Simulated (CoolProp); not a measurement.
Vapour-liquid equilibrium of hydrogen sulfide (1) + n-butane (2) at 227.4 K; x and y are mole fractions of (1).

The numbers come from the multi-fluid Helmholtz-energy mixture model, Lemmon 2006 and Bücker 2006; pair parameters Kunz 2012 in CoolProp.

```json
[
 {"x": "0.05", "bubble pressure, mixture model (MPa)": "0.04199", "bubble pressure, Raoult's law (MPa)": "0.02160", "y, mixture model": "0.720", "y, Raoult's law": "0.465"},
 {"x": "0.125", "bubble pressure, mixture model (MPa)": "0.07821", "bubble pressure, Raoult's law (MPa)": "0.03577", "y, mixture model": "0.858", "y, Raoult's law": "0.702"},
 {"x": "0.2", "bubble pressure, mixture model (MPa)": "0.1054", "bubble pressure, Raoult's law (MPa)": "0.04993", "y, mixture model": "0.900", "y, Raoult's law": "0.805"},
 {"x": "0.275", "bubble pressure, mixture model (MPa)": "0.1253", "bubble pressure, Raoult's law (MPa)": "0.06409", "y, mixture model": "0.920", "y, Raoult's law": "0.862"},
 {"x": "0.35", "bubble pressure, mixture model (MPa)": "0.1396", "bubble pressure, Raoult's law (MPa)": "0.07825", "y, mixture model": "0.931", "y, Raoult's law": "0.899"},
 {"x": "0.425", "bubble pressure, mixture model (MPa)": "0.1500", "bubble pressure, Raoult's law (MPa)": "0.09241", "y, mixture model": "0.939", "y, Raoult's law": "0.924"},
 {"x": "0.5", "bubble pressure, mixture model (MPa)": "0.1577", "bubble pressure, Raoult's law (MPa)": "0.1066", "y, mixture model": "0.944", "y, Raoult's law": "0.943"},
 {"x": "0.575", "bubble pressure, mixture model (MPa)": "0.1638", "bubble pressure, Raoult's law (MPa)": "0.1207", "y, mixture model": "0.949", "y, Raoult's law": "0.957"},
 {"x": "0.65", "bubble pressure, mixture model (MPa)": "0.1691", "bubble pressure, Raoult's law (MPa)": "0.1349", "y, mixture model": "0.953", "y, Raoult's law": "0.968"},
 {"x": "0.725", "bubble pressure, mixture model (MPa)": "0.1743", "bubble pressure, Raoult's law (MPa)": "0.1491", "y, mixture model": "0.958", "y, Raoult's law": "0.978"},
 {"x": "0.8", "bubble pressure, mixture model (MPa)": "0.1799", "bubble pressure, Raoult's law (MPa)": "0.1632", "y, mixture model": "0.963", "y, Raoult's law": "0.985"},
 {"x": "0.875", "bubble pressure, mixture model (MPa)": "0.1865", "bubble pressure, Raoult's law (MPa)": "0.1774", "y, mixture model": "0.972", "y, Raoult's law": "0.991"},
 {"x": "0.95", "bubble pressure, mixture model (MPa)": "0.1946", "bubble pressure, Raoult's law (MPa)": "0.1915", "y, mixture model": "0.986", "y, Raoult's law": "0.997"}
]
```

The largest gap from Raoult's law is +118.6 % in bubble pressure, at x = 0.125. No azeotrope shows between x = 0.05 and 0.95.

Pair parameters are fitted to limited data, so mixtures are less certain than the pure fluids. With so large a gap from Raoult's law the liquid may split in two, which this calculation doesn't test in full.
